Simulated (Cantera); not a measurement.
## CsOH + H2O + O2 (calcination and drying)

A closed system holds: 1 mol CsOH, a varied amount of H2O, 0.066 mol O2, equilibrated at 925 K and 93.0 Pa.

These are equilibrium values from Cantera (NASA tables, ideal gas, pure condensed phases), not measurements of a reactor. Candidate condensed phases: Cs, CsOH, H2O; 15 gas species. Kinetics and transport are ignored.

From 0.48 mol H2O to 6.7 mol H2O nothing is condensed. The main Cs-bearing gas is CsOH throughout.

```tsv
n(H2O) (mol)	x H2O	x CsOH	x O2	x Cs2(OH)2	x Cs	x OH	x H2
0.48	0.314	0.631	0.0432	0.0116	7.28e-7	1.61e-7	3.87e-10
0.67	0.390	0.563	0.0384	0.00922	6.00e-7	1.74e-7	5.09e-10
0.93	0.469	0.491	0.0333	0.00700	4.94e-7	1.85e-7	6.59e-10
1.3	0.552	0.415	0.0280	0.00501	4.02e-7	1.92e-7	8.45e-10
1.8	0.630	0.343	0.0231	0.00343	3.27e-7	1.95e-7	1.06e-9
2.5	0.703	0.277	0.0185	0.00223	2.63e-7	1.95e-7	1.32e-9
3.5	0.768	0.217	0.0145	0.00137	2.10e-7	1.92e-7	1.63e-9
4.8	0.819	0.169	0.0113	0.000831	1.69e-7	1.86e-7	1.98e-9
6.7	0.863	0.128	0.00850	0.000476	1.34e-7	1.78e-7	2.40e-9
```
x: gas mole fraction; nothing condenses.
